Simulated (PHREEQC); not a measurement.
4.2 g of hydrous ferric oxide (600 m²/g; 0.2 weak and 0.005 strong sites per Fe, Dzombak-Morel constants, diffuse double layer) in 1 kg of water with 0.05 mol/kgw of an inert sodium salt and 0.0022 mol PbCl2, at 25 °C; the pH is set by adding NaOH or the inert anion's acid. O2 is buffered at 0.21 atm. No CO2 enters from the air. Precipitation was switched off in this run.

Computed with PHREEQC (ion-association model, wateq4f.dat).

| pH | Pb sorbed (%) | surface charge σ (C/m²) | surface potential ψ (mV) |
|---|---|---|---|
| 3 | 7.0 | 0.359 | 165 |
| 3.38 | 9.9 | 0.346 | 163 |
| 3.75 | 11.5 | 0.324 | 160 |
| 4.12 | 15.1 | 0.291 | 155 |
| 4.5 | 28.4 | 0.250 | 148 |
| 4.88 | 56.5 | 0.211 | 140 |
| 5.25 | 82.1 | 0.177 | 132 |
| 5.62 | 94.4 | 0.146 | 123 |
| 6 | 98.5 | 0.117 | 112 |
| 6.38 | 99.6 | 0.092 | 99 |
| 6.75 | 99.9 | 0.070 | 86 |
| 7.12 | 100.0 | 0.051 | 71 |
| 7.5 | 100.0 | 0.035 | 55 |
| 7.88 | 100.0 | 0.021 | 37 |
| 8.25 | 100.0 | 0.010 | 19 |
| 8.62 | 100.0 | 0.000 | 0 |
| 9 | 100.0 | -0.010 | -19 |

The oxide is taken as insoluble; below pH 4 it would dissolve.
